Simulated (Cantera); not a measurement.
Charge: 1 mol PbO, 0.14 mol CO, 0.13 mol N2, at 1423.15 K and 0.825 Torr.

Method: chemical equilibrium by Gibbs-energy minimisation in Cantera with the NASA 1993 tables (ideal gas, pure condensed phases). Candidate condensed phases: C, Pb, PbO, PbO2, Pb3O4; 27 gas species. Gases not in the tables: (PbO)n polymers. Rates play no part.

Base state: PbO 0.541, Pb 0.207, CO2 0.105, N2 0.0971, O2 0.0509, NO 0.000142, CO 2.03e-5 (mole fractions); condensed: gas only.

What changes in the equilibrium state with this change: 0.13 mol O2 added?


```
species    before     after
-------  --------  --------
PbO         0.541     0.556
Pb          0.207     0.143
O2         0.0509     0.113
N2         0.0971    0.0907
CO2         0.105    0.0977
CO        2.03e-5   1.27e-5
O         9.18e-6   1.37e-5
NO       0.000142  0.000205
```
